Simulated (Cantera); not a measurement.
Cantera run:

```python
import numpy as np
import cantera as ct

gas_names = """
    AL ALCL ALCL2 ALCL3 ALN ALO ALOCL ALO2 AL2 AL2CL6 AL2O AL2O2 CL CLO CL2 N NO NO2 NO3 N2 N2O O O2 O3
""".split()
cond_names = """
    AL(cr) AL(L) ALCL3(s) ALCL3(L) ALN(s) AL2O3(a) AL2O3(L)
""".split()


# ... load() reads the species with a 1 bar reference pressure and builds the phases ...
atoms = {
    'AlCl3': {'AL': 1, 'CL': 3},
    'O2': {'O': 2},
    'N2': {'N': 2},
}
top_T = {'ALN(s)': 2750}  # K; cautious upper limits of use, not melting points


# ... equilibrate(T, P, feed) seeds the gas with the atoms and calls Mixture.equilibrate('TP', solver="vcs", rtol=1e-11, max_steps=5000) ...
results = []
feed = {'AlCl3': 1, 'O2': 9.8, 'N2': 18}  # mol
P = 25  # Pa
for T in [1475, 1550, 1625, 1700, 1775, 1850, 1925, 2000, 2075, 2150]:
    mix = equilibrate(T, P, feed)
    results.append((T, P, feed, dict(zip(mix.species_names, mix.species_moles))))
    x = sorted(zip(gas.X, gas.species_names), reverse=True)
    print(f"T = {T:g} K  P = {P:g} Pa  gas = {mix.phase_moles(0):.4g} mol")
    print("   x: " + "  ".join(f"{s} {v:.3e}" for v, s in x if v > 1e-05))
    print("   condensed (mol): " + ("  ".join(f"{mix.phase(i).name} {mix.phase_moles(i):.4g}"
          for i in range(1, mix.n_phases) if mix.phase_moles(i) > 1e-12) or "none"))
```

Output:

```
T = 1475 K  P = 25 Pa  gas = 30.02 mol
   x: N2 5.990e-01  O2 3.008e-01  CL 9.793e-02  NO 1.128e-03  CL2 9.891e-04  O 9.958e-05  CLO 2.157e-05
   condensed (mol): AL2O3(a) 0.5
T = 1550 K  P = 25 Pa  gas = 30.04 mol
   x: N2 5.983e-01  O2 3.003e-01  CL 9.909e-02  NO 1.615e-03  CL2 3.748e-04  O 2.713e-04  CLO 1.984e-05
   condensed (mol): AL2O3(a) 0.5
T = 1625 K  P = 25 Pa  gas = 30.06 mol
   x: N2 5.978e-01  O2 2.996e-01  CL 9.949e-02  NO 2.238e-03  O 6.739e-04  CL2 1.531e-04  CLO 1.826e-05
   condensed (mol): AL2O3(a) 0.5
T = 1700 K  P = 25 Pa  gas = 30.07 mol
   x: N2 5.971e-01  O2 2.987e-01  CL 9.961e-02  NO 3.011e-03  O 1.545e-03  CL2 6.722e-05  CLO 1.687e-05
   condensed (mol): AL2O3(a) 0.5
T = 1775 K  P = 25 Pa  gas = 30.1 mol
   x: N2 5.961e-01  O2 2.970e-01  CL 9.959e-02  NO 3.945e-03  O 3.300e-03  CL2 3.153e-05  CLO 1.564e-05
   condensed (mol): AL2O3(a) 0.5
T = 1850 K  P = 25 Pa  gas = 30.15 mol
   x: N2 5.945e-01  O2 2.943e-01  CL 9.945e-02  O 6.617e-03  NO 5.042e-03  CL2 1.567e-05  CLO 1.453e-05
   condensed (mol): AL2O3(a) 0.4999
T = 1925 K  P = 25 Pa  gas = 30.24 mol
   x: N2 5.921e-01  O2 2.899e-01  CL 9.917e-02  O 1.253e-02  NO 6.295e-03  CLO 1.350e-05  ALOCL 1.338e-05
   condensed (mol): AL2O3(a) 0.4998
T = 2000 K  P = 25 Pa  gas = 30.39 mol
   x: N2 5.884e-01  O2 2.827e-01  CL 9.866e-02  O 2.250e-02  NO 7.679e-03  ALOCL 2.995e-05  CLO 1.252e-05
   condensed (mol): AL2O3(a) 0.4995
T = 2075 K  P = 25 Pa  gas = 30.64 mol
   x: N2 5.829e-01  O2 2.716e-01  CL 9.783e-02  O 3.842e-02  NO 9.139e-03  ALOCL 6.310e-05  CLO 1.152e-05
   condensed (mol): AL2O3(a) 0.499
T = 2150 K  P = 25 Pa  gas = 31.02 mol
   x: N2 5.750e-01  O2 2.553e-01  CL 9.656e-02  O 6.244e-02  NO 1.059e-02  ALOCL 1.260e-04  CLO 1.048e-05
   condensed (mol): AL2O3(a) 0.4978
```

Method: chemical equilibrium by Gibbs-energy minimisation in Cantera with the NASA 1993 tables (ideal gas, pure condensed phases).
